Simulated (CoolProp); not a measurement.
Vapour pressure (MPa) of dodecamethylcyclohexasiloxane (D6): the reference equation beside estimates from Tc = 645.8 K, pc = 0.9614 MPa, ω = 0.736.

The numbers come from the reference Helmholtz-energy equation of state, Colonna 2008 in CoolProp. It is a short technical equation, of lower accuracy than the large ones.

```json
[
 {"T (K)": "371.2", "reference": "[?]", "Lee-Kesler": "[?]", "Peng-Robinson": "0.0007277"},
 {"T (K)": "379.7", "reference": "0.0009773", "Lee-Kesler": "0.0009864", "Peng-Robinson": "0.001112"},
 {"T (K)": "388.2", "reference": "0.001482", "Lee-Kesler": "0.001489", "Peng-Robinson": "0.001659"},
 {"T (K)": "396.7", "reference": "0.002195", "Lee-Kesler": "0.002198", "Peng-Robinson": "[?]"},
 {"T (K)": "405.2", "reference": "0.003180", "Lee-Kesler": "0.003177", "Peng-Robinson": "0.003469"},
 {"T (K)": "413.7", "reference": "0.004514", "Lee-Kesler": "0.004504", "Peng-Robinson": "[?]"},
 {"T (K)": "422.2", "reference": "0.006288", "Lee-Kesler": "0.006271", "Peng-Robinson": "0.006733"},
 {"T (K)": "430.7", "reference": "0.008605", "Lee-Kesler": "0.008585", "Peng-Robinson": "0.009150"},
 {"T (K)": "439.2", "reference": "0.01159", "Lee-Kesler": "0.01157", "Peng-Robinson": "0.01225"},
 {"T (K)": "447.7", "reference": "0.01537", "Lee-Kesler": "0.01536", "Peng-Robinson": "0.01617"},
 {"T (K)": "456.2", "reference": "0.02010", "Lee-Kesler": "0.02012", "Peng-Robinson": "0.02107"},
 {"T (K)": "464.7", "reference": "0.02596", "Lee-Kesler": "0.02602", "Peng-Robinson": "0.02712"},
 {"T (K)": "473.2", "reference": "0.03311", "Lee-Kesler": "0.03325", "Peng-Robinson": "0.03452"},
 {"T (K)": "481.7", "reference": "0.04177", "Lee-Kesler": "[?]", "Peng-Robinson": "0.04347"},
 {"T (K)": "490.2", "reference": "0.05215", "Lee-Kesler": "0.05254", "Peng-Robinson": "0.05420"}
]
```

Question: What belongs in the gaps?

Answer: 
- 371.2, reference: 0.0006279
- 371.2, Lee-Kesler: 0.0006378
- 396.7, Peng-Robinson: 0.002423
- 413.7, Peng-Robinson: 0.004875
- 481.7, Lee-Kesler: 0.04202

Absolute difference from the reference over all 15 rows, mean and median: Lee-Kesler 0.4 and 0.2 %, Peng-Robinson 7.7 and 6.3 %.
